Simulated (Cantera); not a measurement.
Charge: 1 mol HMDSO, 1.5 mol CO2, at 0.00490 bar.

Method: chemical equilibrium by Gibbs-energy minimisation in Cantera with the NASA 1993 tables (ideal gas, pure condensed phases). Candidate condensed phases: C, C6H6, C7H8, C8H18, H2O, Si, SiC, SiO2; 123 gas species. The feed counts by its element totals alone. Mutual solubility and eutectic melting of coexisting phases are not modelled. The tables hold silica as quartz up to 1696 K and as liquid above; real silica turns to tridymite and cristobalite and melts near 1996 K. The numbers say what is thermodynamically allowed, not how fast it happens.

x: gas mole fraction; n: condensed amount in mol.

```
T (K)   x H2        x CO         x H       x SiO        x Si  x C2H2 (acetylene)       x CH4  n C(graphite)    n SiC(s)  n SiO2(β-quartz)
-----  -----  ----------  ----------  ----------  ----------  ------------------  ----------  -------------  ----------  ----------------
1075   0.999    0.000326     2.10e-7     5.23e-8      <1e-12             7.52e-9    0.000221           7.49     0.00147              2.00
1175   0.994     0.00583     1.75e-6     1.99e-6      <1e-12             6.33e-8     9.27e-5           7.42      0.0264              1.97
1275   0.934  (withheld)  (withheld)  (withheld)  (withheld)          (withheld)  (withheld)     (withheld)  (withheld)        (withheld)
1375   0.692       0.307     4.07e-5    0.000340    3.58e-10             1.23e-6     1.17e-5           1.51        2.00                 0
1475   0.692       0.307    0.000154    0.000541     7.74e-9             4.62e-6     6.82e-6           1.51        1.99                 0
1575   0.692       0.307  (withheld)  (withheld)  (withheld)          (withheld)  (withheld)           1.52        1.99                 0
1675   0.691       0.306     0.00138     0.00116     1.19e-6             4.01e-5     2.82e-6           1.53        1.98                 0
1775   0.689       0.306     0.00343     0.00158     9.61e-6             9.81e-5     1.95e-6           1.54        1.98                 0
1875   0.685       0.304     0.00775     0.00208     6.19e-5            0.000217     1.40e-6           1.55        1.97                 0
1975   0.678       0.302      0.0161     0.00266    0.000329            0.000440     1.02e-6           1.56        1.96                 0
2075   0.664       0.299      0.0310     0.00329     0.00149            0.000824     7.57e-7           1.59        1.93                 0
```

Q: Fill in the missing entries.

A: 
- 1575, x H: 0.000494
- 1575, x SiO: 0.000811
- 1575, x Si: 1.13e-7
- 1575, x C2H2 (acetylene): 1.46e-5
- 1575, x CH4: 4.27e-6
- 1275, x CO: 0.0658
- 1275, x H: 1.02e-5
- 1275, x SiO: 4.24e-5
- 1275, x Si: 1.02e-11
- 1275, x C2H2 (acetylene): 3.59e-7
- 1275, x CH4: 3.96e-5
- 1275, n C(graphite): 6.55
- 1275, n SiC(s): 0.317
- 1275, n SiO2(β-quartz): 1.68
